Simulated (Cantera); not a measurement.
An isothermal plug-flow reactor at 898 K and 760 Torr (inlet), inlet velocity 0.66 m/s, active area per volume 220 1/m; feed CO : O₂ : N₂ = 0.023 : 0.0081 : 0.79 (molar parts), equivalence ratio 1.4.

Computed with Cantera and Deutschmann's 1995 Pt surface mechanism with GRI-Mech 3.0 gas chemistry. Catalytic surfaces can have several steady states; this one follows from the mechanism file's or the stated starting coverage. Mass transfer to the wall is taken as infinitely fast.

### Question
Predict: x(CO) at z = 0.011 m; x(O₂) at z = 0.011 m; x(CO₂) at z = 0.011 m; θ(free Pt) at the exit; θ(CO*) at the exit.

### Answer
```
Item                     Result
----------------------  -------
x(CO) at z = 0.011 m    0.00856
x(O₂) at z = 0.011 m    9.96e-5
x(CO₂) at z = 0.011 m    0.0197
θ(free Pt) at the exit    0.432
θ(CO*) at the exit        0.568
```
